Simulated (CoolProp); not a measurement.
Model: reference Helmholtz-energy equation of state, Thol 2018, in CoolProp.

**Question.** For hydrogen chloride, give the phase and the density (kg/m³), cp (kJ/(kg K)) at 277.8 K and 1.06 MPa; 277.8 K and 12.5 MPa.

**Answer.** 
- 277.8 K and 1.06 MPa: gas; density 18.3, cp 0.985
- 277.8 K and 12.5 MPa: liquid; density 955, cp 1.84
